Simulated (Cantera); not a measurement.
A closed system holds: 1 mol SiO2, 87 mol H2, 7.7 mol N2, at 1552 °C.

These are equilibrium values from Cantera (NASA tables, ideal gas, pure condensed phases), not measurements of a reactor. Candidate condensed phases: H2O, Si, SiO2, Si2N2O, Si3N4; 35 gas species. Mutual solubility and eutectic melting of coexisting phases are not modelled. The tables hold silica as quartz up to 1696 K and as liquid above; real silica turns to tridymite and cristobalite and melts near 1996 K. Gases not in the tables: Si(OH)4. Rates play no part.

x: gas mole fraction; n: condensed amount in mol.

```csv
P (Pa),x H2,x N2,x H,x SiO,x H2O,x NH3,x OH,n SiO2(condensed),n Si2N2O(s)
10,0.860,0.0788,0.0408,0.0102,0.0102,6.21e-10,3.39e-5,0,0
52,0.881,0.0797,0.0181,0.0104,0.0103,3.37e-9,1.49e-5,0,0
270,0.891,0.0801,___,0.0104,0.0104,___,___,0,0
1400,0.895,0.0803,0.00352,0.0104,0.0104,9.32e-8,2.87e-6,0,0
7200,0.904,0.0807,0.00156,0.00668,0.00667,4.88e-7,8.05e-7,0.363,0
37000,0.912,0.0810,___,___,___,___,___,___,0
190000,0.916,0.0812,0.000306,0.00131,0.00131,1.32e-5,3.05e-8,0.876,0
1000000,0.917,0.0810,0.000133,0.000290,0.00112,6.93e-5,1.14e-8,0.920,0.0262
```

Q: Complete the blanks.

A: 
- 270, x H: 0.00800
- 270, x NH3: 1.78e-8
- 270, x OH: 6.53e-6
- 37000, x H: 0.000692
- 37000, x SiO: 0.00296
- 37000, x H2O: 0.00296
- 37000, x NH3: 2.54e-6
- 37000, x OH: 1.57e-7
- 37000, n SiO2(condensed): 0.719
